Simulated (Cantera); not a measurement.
Cantera run:

```python
import numpy as np
import cantera as ct

gas_names = [...]  # 114 gases of nasa_gas.yaml made of C, Fe, H, O
cond_names = """
    C(gr) C6H6(L) C7H8(L) C8H18(L),n-octa Fe(a) Fe(c) Fe(d) Fe(L) FeC5O5(L) FeO(s) FeO(L) Fe(OH)2(s)
    Fe(OH)3(s) Fe2O3(s) Fe3O4(s) H2O(s) H2O(L)
""".split()


# ... load() reads the species with a 1 bar reference pressure and builds the phases ...
atoms = {
    'Fe2O3': {'Fe': 2, 'O': 3},
    'CO': {'C': 1, 'O': 1},
    'CH4': {'C': 1, 'H': 4},
}
top_T = {'C(gr)': 4500, 'Fe2O3(s)': 1830, 'Fe3O4(s)': 1870}  # K; cautious upper limits of use, not melting points


# ... equilibrate(T, P, feed) seeds the gas with the atoms and calls Mixture.equilibrate('TP', solver="vcs", rtol=1e-11, max_steps=5000) ...
results = []
T = 1700  # K
P = 31000  # Pa
for m in [0.56, 0.74, 0.98, 1.3, 1.7, 2.3, 3, 4, 5.3, 6.9, 9.2, 12, 16]:
    feed = {'Fe2O3': 1, 'CO': m, 'CH4': 0.41}  # mol
    mix = equilibrate(T, P, feed)
    results.append((T, P, feed, dict(zip(mix.species_names, mix.species_moles))))

top = {s: max(r[3][s] / sum(r[3][g] for g in gas_names) for r in results) for s in gas_names}
cols = sorted((s for s in top if top[s] > 1e-05), key=lambda s: -top[s])[:5]
seen = [c for c in cond_names if any(r[3].get(c, 0) > 1e-12 for r in results)]
print("log10 of partial pressures in bar; condensed amounts in mol")
print(f"{'n(CO)':>10s}" + "".join(f"{s[:9]:>10s}" for s in cols + seen))
for T, P, feed, n in results:
    ng = sum(n[g] for g in gas_names)
    print(f"{feed['CO']:10.4g}" + "".join(f"{np.log10(max(n[s] / ng * P / 1e5, 1e-99)):10.3f}" for s in cols)
          + "".join(f"{n.get(c, 0):10.4g}" for c in seen))
```

It prints:

```
log10 of partial pressures in bar; condensed amounts in mol
     n(CO)        CO        H2       H2O       CO2         H     Fe(d)    FeO(L)
      0.56    -0.876    -1.126    -1.173    -1.456    -4.395         0         2
      0.74    -0.835    -1.148    -1.237    -1.458    -4.406         0         2
      0.98    -0.794    -1.177    -1.314    -1.465    -4.420         0         2
       1.3    -0.753    -1.213    -1.407    -1.481    -4.438         0         2
       1.7    -0.717    -1.254    -1.508    -1.504    -4.459         0         2
       2.3    -0.679    -1.310    -1.638    -1.541    -4.487         0         2
         3    -0.658    -1.388    -1.717    -1.521    -4.526   0.08316     1.917
         4    -0.639    -1.481    -1.809    -1.501    -4.572    0.2038     1.796
       5.3    -0.623    -1.577    -1.906    -1.485    -4.620    0.3606     1.639
       6.9    -0.611    -1.672    -2.001    -1.473    -4.668    0.5537     1.446
       9.2    -0.600    -1.780    -2.109    -1.463    -4.722    0.8312     1.169
        12    -0.592    -1.884    -2.212    -1.455    -4.773     1.169    0.8307
        16    -0.586    -1.998    -2.327    -1.448    -4.831     1.652    0.3481
```

Equilibrium computed with Cantera from the NASA thermochemical tables; the gas is ideal and each condensed phase is pure. Mutual solubility and eutectic melting of coexisting phases are not modelled. The tables' stoichiometric FeO is somewhat more stable than real wüstite, so its field is too wide. FeO: taken at fixed stoichiometry.
